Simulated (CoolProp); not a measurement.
Values from CoolProp's reference Helmholtz-energy equation of state, Thol 2015.

### Question
Give the vapour pressure (kPa), liquid cp (kJ/(kg K)), vapour Z of saturated 1,2-dichloroethane at 410.6 K.

### Answer
```json
[
 {"T (K)": "410.6", "p (kPa)": "427", "liquid cp (kJ/(kg K))": "1.45", "vapour Z": "0.916"}
]
```
